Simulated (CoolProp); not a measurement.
Vapour-liquid equilibrium of R13 (1) + propylene (2) at 1050 kPa; x and y are mole fractions of (1).

Computed with CoolProp (multi-fluid Helmholtz-energy mixture model, Platzer 1990 and Lemmon 2013; pair parameters Bell 2016). This equation is an older, rougher fit; its heat capacities, sound speeds and derivatives of the liquid may be far off and weren't checked against measurements.

Task: Give the bubble temperature and the first vapour's composition at x = 0.15, 0.25, 0.65. Is there an azeotrope?

Result: x = 0.15: 6.0 °C, y = 0.384; x = 0.25: -0.9 °C, y = 0.530; x = 0.65: -15.7 °C, y = 0.818. No azeotrope shows between x = 0.05 and 0.95.

The pair parameters rest on a limited set of measurements; away from them the model extrapolates.
